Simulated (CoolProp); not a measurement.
Vapour-liquid equilibrium of ethylene (1) + n-butane (2) at 0.616 bar; x and y are mole fractions of (1).

Model: multi-fluid Helmholtz-energy mixture model, Smukala 2000 and Bücker 2006; pair parameters Bell 2016, in CoolProp.

| x | bubble temperature, mixture model (°C) | bubble temperature, Raoult's law (°C) | y, mixture model | y, Raoult's law |
|---|---|---|---|---|
| 0.05 | -56.6 | -50.2 | 0.900 | 0.856 |
| 0.15 | … | -76.1 | 0.983 | 0.979 |
| 0.25 | -87.7 | -87.2 | 0.992 | 0.993 |
| 0.35 | -92.7 | -93.8 | 0.996 | 0.997 |
| 0.45 | … | -98.5 | 0.997 | 0.998 |
| 0.55 | -100.3 | -102.1 | 0.999 | 0.999 |
| 0.65 | -103.6 | -104.9 | 0.999 | 0.999 |
| 0.75 | -106.4 | -107.3 | 1.000 | 1.000 |
| 0.85 | -108.9 | -109.3 | 1.000 | 1.000 |
| 0.95 | … | -111.0 | 1.000 | 1.000 |

Task: Some entries are withheld; supply them.

Result: 
- 0.15, bubble temperature, mixture model (°C): -79.7
- 0.45, bubble temperature, mixture model (°C): -96.8
- 0.95, bubble temperature, mixture model (°C): -110.9

The largest gap from Raoult's law is -6.4 K in bubble temperature, at x = 0.05. No azeotrope shows between x = 0.05 and 0.95.

The pair parameters rest on a limited set of measurements; away from them the model extrapolates. The gap from Raoult's law changes sign with composition, which may be real or a fault of the pair parameters; it wasn't checked against measurements.
